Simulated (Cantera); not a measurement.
Cantera with NASA thermochemical tables; ideal gases at 1 bar, condensed phases pure. Values are per mole of reaction as written; species without (g) are pure solids or liquids, kept so even where they would boil at 1 bar.

2 PbO(g) → 2 Pb(g) + O₂(g)

```
T (K)  ΔH° (kJ)  ΔS° (J/K)  ΔG° (kJ)  log10 K
-----  --------  ---------  --------  -------
2548          ?          ?         ?        ?
2598      267.5       87.2      41.0    -0.82
2648          ?          ?         ?        ?
2698      269.8       88.1      32.2    -0.62
2748      271.1       88.5      27.8    -0.53
2798      272.3       89.0      23.3    -0.44
2848      273.7       89.5      18.9    -0.35
2898      275.0       89.9      14.4    -0.26
2948      276.4       90.4       9.9    -0.18
2998      277.8       90.9       5.3    -0.09
```

**Question.** Some entries are withheld; supply them.

**Answer.** 
- 2548, ΔH° (kJ): 266.4
- 2548, ΔS° (J/K): 86.8
- 2548, ΔG° (kJ): 45.3
- 2548, log10 K: -0.93
- 2648, ΔH° (kJ): 268.6
- 2648, ΔS° (J/K): 87.6
- 2648, ΔG° (kJ): 36.6
- 2648, log10 K: -0.72
